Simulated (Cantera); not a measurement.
Mixture: C₃H₈ : O₂ : N₂ = 1 : 3.12 : 17.5 (molar parts), equivalence ratio 1.6, at 10.0 bar, adiabatic and at constant pressure. Ignition delay is the time to a rise of 400 K.

Detailed kinetics in Cantera: GRI-Mech 3.0 (53 species, 325 reactions). GRI-Mech 3.0 was tuned for natural gas; its chemistry of propane as a main component is partial and can be far from experiment.

Task: Predict: delay at 1075 K; delay at 1175 K; delay at 1275 K; delay at 1375 K; delay at 1475 K; delay at 1575 K; apparent activation energy between 1375 and 1575 K.

Result: 
```
Property                                                 Value
--------------------------------------------------  ----------
delay at 1075 K                                        24.8 ms
delay at 1175 K                                        3.68 ms
delay at 1275 K                                       0.610 ms
delay at 1375 K                                       0.128 ms
delay at 1475 K                                        35.8 µs
delay at 1575 K                                        13.1 µs
apparent activation energy between 1375 and 1575 K  210 kJ/mol
```
